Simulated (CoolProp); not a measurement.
R1234ze(Z) along the isotherm 288.8 K: fugacity coefficient from the reference equation and from simpler models built on Tc = 423.3 K, pc = 35.31 bar, ω = 0.327; each cubic takes its own stable root.

Model: reference Helmholtz-energy equation of state, Akasaka 2019, in CoolProp.

| p (bar) | phase | reference |
|---|---|---|
| 1.77 | liquid | 0.6790 |
| 3.53 | liquid | 0.3427 |
| 5.3 | liquid | 0.2298 |
| 7.06 | liquid | 0.1737 |
| 8.83 | liquid | 0.1398 |
| 10.6 | liquid | 0.1172 |
| 12.4 | liquid | 0.1009 |
| 14.1 | liquid | 0.08932 |
| 15.9 | liquid | 0.07975 |
| 17.7 | liquid | 0.07213 |

**Question.** How far does each simpler model (van der Waals, Redlich-Kwong, Soave-Redlich-Kwong, Peng-Robinson) lie from the reference over these 10 states: mean and median of the absolute difference, and the worst?

**Answer.** 
- van der Waals: mean 296.6 %, median 348.3 %, worst +360.1 % at 288.8 K and 17.7 bar
- Redlich-Kwong: mean 87.9 %, median 93.1 %, worst +94.8 % at 288.8 K and 17.7 bar
- Soave-Redlich-Kwong: mean 1.8 %, median 1.8 %, worst +2.5 % at 288.8 K and 17.7 bar
- Peng-Robinson: mean 1.3 %, median 1.3 %, worst +1.6 % at 288.8 K and 17.7 bar

At some of these states van der Waals, Redlich-Kwong gives the other phase, because its saturation line lies elsewhere.
